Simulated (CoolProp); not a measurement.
Aqueous lithium chloride as a coolant, at 32 °C, 1 atm.

The numbers come from the Melinder's fits for secondary coolants in CoolProp.

```json
[
 {"mass %": "2.8", "freezing point (°C)": "-2.4", "density (kg/m³)": "1011", "cp (kJ/(kg K))": "4.030", "conductivity (W/(m K))": "0.610", "viscosity (mPa s)": "0.848"},
 {"mass %": "4.9", "freezing point (°C)": "-4.9", "density (kg/m³)": "1023", "cp (kJ/(kg K))": "3.925", "conductivity (W/(m K))": "0.605", "viscosity (mPa s)": "0.912"},
 {"mass %": "7.1", "freezing point (°C)": "-7.8", "density (kg/m³)": "1036", "cp (kJ/(kg K))": "3.821", "conductivity (W/(m K))": "0.599", "viscosity (mPa s)": "0.983"},
 {"mass %": "9.3", "freezing point (°C)": "-11.1", "density (kg/m³)": "1048", "cp (kJ/(kg K))": "3.723", "conductivity (W/(m K))": "0.593", "viscosity (mPa s)": "1.06"},
 {"mass %": "11.5", "freezing point (°C)": "-15.0", "density (kg/m³)": "1061", "cp (kJ/(kg K))": "3.631", "conductivity (W/(m K))": "0.588", "viscosity (mPa s)": "1.15"},
 {"mass %": "13.6", "freezing point (°C)": "-19.9", "density (kg/m³)": "1073", "cp (kJ/(kg K))": "3.549", "conductivity (W/(m K))": "0.583", "viscosity (mPa s)": "1.25"},
 {"mass %": "15.8", "freezing point (°C)": "-26.5", "density (kg/m³)": "1086", "cp (kJ/(kg K))": "3.467", "conductivity (W/(m K))": "0.578", "viscosity (mPa s)": "1.37"},
 {"mass %": "18", "freezing point (°C)": "-34.9", "density (kg/m³)": "1099", "cp (kJ/(kg K))": "3.391", "conductivity (W/(m K))": "0.573", "viscosity (mPa s)": "1.51"}
]
```
